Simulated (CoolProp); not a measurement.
Vapour-liquid equilibrium of R134a (1) + n-butane (2) at 5.57 bar; x and y are mole fractions of (1).

Computed with CoolProp (multi-fluid Helmholtz-energy mixture model, Tillner-Roth 1994 and Bücker 2006; pair parameters Bell 2016).

Task: Give the bubble temperature and the first vapour's composition at x = 0.35, 0.5, 0.65. Is there an azeotrope?

Result: x = 0.35: 292.8 K, y = 0.676; x = 0.5: 291.2 K, y = 0.710; x = 0.65: 290.3 K, y = 0.742. y crosses x between x = 0.65 and 0.8: the model has an azeotrope there.

Pair parameters are fitted to limited data, so mixtures are less certain than the pure fluids. With so large a gap from Raoult's law the liquid may split in two, which this calculation doesn't test in full.
